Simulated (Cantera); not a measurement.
Equilibrium for fluorocarbon and chlorocarbon gases: c-C4F8 + HCl

A closed system holds: 1 mol c-C4F8, 1.7 mol HCl, held at 2077 °C and 0.0133 bar.

Method: chemical equilibrium by Gibbs-energy minimisation in Cantera with the NASA 1993 tables (ideal gas, pure condensed phases). Candidate condensed phases: C, C6H6, C7H8, C8H18; 118 gas species. The feed counts by its element totals alone. Gases not in the tables: C2F6 and larger saturated fluorocarbons. Rates play no part.

- x(HF): 0.242
- x(Cl): 0.241
- x(CF2): 0.236
- x(F): 0.226
- x(CF4): 0.0441
- x(CF3): 0.00612
- x(CF): 0.00451
- x(HCl): 0.000496
- x(ClF): 0.000231
- n(C(graphite)): 1.96 mol
- gas amount: 7.024 mol
